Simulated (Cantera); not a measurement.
Input: 1 mol HMDSO, 5.3 mol O2, 1.5 mol H2, held at 1773.15 K and 1.00 Torr.

These are equilibrium values from Cantera (NASA tables, ideal gas, pure condensed phases), not measurements of a reactor. Candidate condensed phases: C, C6H6, C7H8, C8H18, H2O, Si, SiC, SiO2; 123 gas species. The feed counts by its element totals alone. The tables hold silica as quartz up to 1696 K and as liquid above; real silica turns to tridymite and cristobalite and melts near 1996 K. Equilibrium is a limit: real reactors are often held back by kinetics, nucleation or transport.

Base state: H2 0.541, CO 0.345, H2O 0.0871, CO2 0.0150, SiO 0.00600, H 0.00574, OH 5.73e-5 (mole fractions); condensed: SiO2(condensed).

Q: What changes in the equilibrium state with this change: HMDSO replaced by SiH4?

A: 
| species | before | after |
|---|---|---|
| H2O | 0.0871 | 0.571 |
| O2 | 3.40e-8 | 0.417 |
| OH | 5.73e-5 | 0.00868 |
| H2 | 0.541 | 0.00101 |
| CO | 0.345 | 0 |
| CO2 | 0.0150 | 0 |
| SiO | 0.00600 | 1.71e-6 |
| O | 4.75e-7 | 0.00166 |
| H | 0.00574 | 0.000248 |
| SiO2(condensed), mol | 1.90 | 1.000 |
